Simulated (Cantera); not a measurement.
An isothermal, constant-pressure homogeneous reactor starts with C2H6 : N2 = 1 : 130 (molar parts), at 1050 K and 0.0138 atm.

Detailed kinetics in Cantera: GRI-Mech 3.0 (53 species, 325 reactions). GRI-Mech 3.0 stops at C3 and has no aromatics, soot or wall deposition, so with more carbon than oxygen in the feed, carbon stays in small species such as C2H2 where larger ones or solid carbon would form. Radical loss at walls, strong at low pressure, is not modelled.

Predict: x(C2H6) at 30.0 s; x(C2H2) at 30.0 s; x(C2H4) at 30.0 s; x(CH3) at 30.0 s.


- x(C2H6) at 30.0 s = 0.000119 (gas-phase equilibrium 1.22e-8)
- x(C2H2) at 30.0 s = 0.00167 (gas-phase equilibrium 0.00158)
- x(C2H4) at 30.0 s = 0.00547 (gas-phase equilibrium 5.34e-5)
- x(CH3) at 30.0 s = 4.09e-7 (gas-phase equilibrium 8.29e-9)
